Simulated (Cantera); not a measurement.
**Hg + N2 (iron carbonyl, mercury and lead vapours)**

A closed system holds: 1 mol Hg, 0.23 mol N2, at 648 K.

Method: chemical equilibrium by Gibbs-energy minimisation in Cantera with the NASA 1993 tables (ideal gas, pure condensed phases). Candidate condensed phases: Hg; 3 gas species. Equilibrium is a limit: real reactors are often held back by kinetics, nucleation or transport.

```json
[
 {"P (Pa)": "10", "log p N2": "-4.73", "log p Hg": "-4.09", "n Hg(l)": "0"},
 {"P (Pa)": "100", "log p N2": "-3.73", "log p Hg": "-3.09", "n Hg(l)": "0"},
 {"P (Pa)": "1000", "log p N2": "-2.73", "log p Hg": "-2.09", "n Hg(l)": "0"},
 {"P (Pa)": "10000", "log p N2": "-1.73", "log p Hg": "-1.09", "n Hg(l)": "0"},
 {"P (Pa)": "100000", "log p N2": "-0.73", "log p Hg": "-0.09", "n Hg(l)": "0"},
 {"P (Pa)": "1000000", "log p N2": "0.94", "log p Hg": "0.14", "n Hg(l)": "0.963"}
]
```
log p: log10 of the partial pressure in bar; n: condensed amount in mol.

From 0.0750 Torr to 750 Torr nothing is condensed. At 7500 Torr the condensed part is Hg(l). The main Hg-bearing gas is Hg throughout.
